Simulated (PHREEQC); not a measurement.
A solution holds 120 mmol/kgw H2SO4 and 2.2 mmol/kgw Li2SO4, at 20 °C. Closed to the air; pH follows from the charge balance.

Computed with PHREEQC (ion-association model, wateq4f.dat).

Task: The ionic strength comes out as 0.169 mol/kgw. What activity coefficients do SO4-2, Li+, HSO4-, LiSO4-, H+ get?

Result: SO4-2 0.31, Li+ 0.77, HSO4- 0.74, LiSO4- 0.75, H+ 0.81.

Precipitation was switched off in this run. Species that the database lacks are ignored.
